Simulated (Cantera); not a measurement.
Charge: 1 mol AlBr3, 3 mol O2, 11 mol H2, held at 1127 °C and 31.0 Pa.

Cantera equilibrium calculation (NASA polynomials, part measured and part estimated; ideal gas, pure solids and liquids). Kinetics and transport are ignored.

| species | before | after |
|---|---|---|
| H2 | 0.404 | 0.428 |
| H2O | 0.357 | 0.335 |
| Br | 0.0146 | 0.123 |
| HBr | 0.224 | 0.101 |
| H | 0.000176 | 0.0133 |
| O | 1.22e-9 | 1.65e-5 |
| OH | 3.09e-6 | 0.000687 |
| Al2O3(s), mol | 0.500 | 0.500 |
Gas species are given as mole fractions.

Task: Name the change that produced these shifts.
A) H2 from 11 to 86 mol
B) O2 from 3 to 1.6 mol
C) temperature from 1127 °C to 1527 °C
D) O2 from 3 to 0.34 mol

Result: C, temperature from 1127 °C to 1527 °C
